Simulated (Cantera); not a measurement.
# Calcination and drying: Ca(OH)2 + CO2 + C

A closed system holds: 1 mol Ca(OH)2, 0.014 mol CO2, 0.077 mol C, held at 0.133 bar.

These are equilibrium values from Cantera (NASA tables, ideal gas, pure condensed phases), not measurements of a reactor. Candidate condensed phases: C, C6H6, C7H8, C8H18, Ca, CaCO3, CaO, Ca(OH)2, H2O; 115 gas species. Equilibrium is a limit: real reactors are often held back by kinetics, nucleation or transport.

| T (°C) | x H2O | x H2 | x CO2 | x CO | x H | x OH | x Ca(OH)2 | x CH4 | n CaCO3(calcite) | n CaO(s) |
|---|---|---|---|---|---|---|---|---|---|---|
| 627 | 0.811 | 0.144 | 0.0417 | 0.00321 | 1.21e-10 | <1e-12 | <1e-12 | 1.59e-7 | 0.0440 | 0.956 |
| 677 | 0.783 | 0.134 | 0.0761 | 0.00727 | 5.58e-10 | 4.80e-12 | 1.98e-12 | 6.20e-8 | 0 | 1.00 |
| 727 | 0.784 | 0.132 | 0.0746 | 0.00878 | 2.26e-9 | 2.96e-11 | 1.07e-11 | 1.74e-8 | 0 | 1.00 |
| 777 | 0.786 | 0.131 | 0.0731 | 0.0103 | 8.03e-9 | 1.54e-10 | 4.88e-11 | 5.44e-9 | 0 | 1.00 |
| 827 | 0.787 | 0.129 | 0.0715 | 0.0119 | 2.55e-8 | 6.91e-10 | 1.94e-10 | 1.86e-9 | 0 | 1.00 |
| 877 | 0.789 | 0.128 | 0.0699 | 0.0135 | 7.30e-8 | 2.73e-9 | 6.85e-10 | 6.93e-10 | 0 | 1.00 |
| 927 | 0.790 | 0.126 | 0.0684 | 0.0150 | 1.92e-7 | 9.61e-9 | 2.17e-9 | 2.78e-10 | 0 | 1.00 |
| 977 | 0.792 | 0.125 | 0.0669 | 0.0165 | 4.67e-7 | 3.06e-8 | 6.29e-9 | 1.19e-10 | 0 | 1.00 |
| 1027 | 0.793 | 0.123 | 0.0655 | 0.0179 | 1.06e-6 | 8.94e-8 | 1.67e-8 | 5.39e-11 | 0 | 1.00 |
| 1077 | 0.795 | 0.122 | 0.0641 | 0.0193 | 2.28e-6 | 2.41e-7 | 4.14e-8 | 2.58e-11 | 0 | 1.00 |
| 1127 | 0.796 | 0.121 | 0.0628 | 0.0206 | 4.62e-6 | 6.07e-7 | 9.59e-8 | 1.30e-11 | 0 | 1.00 |
| 1177 | 0.797 | 0.119 | 0.0615 | 0.0219 | 8.94e-6 | 1.43e-6 | 2.10e-7 | 6.82e-12 | 0 | 1.00 |
x: gas mole fraction; n: condensed amount in mol.

At 627 °C the condensed part is CaCO3(calcite) + CaO(s). From 677 °C to 1177 °C the condensed part is CaO(s).
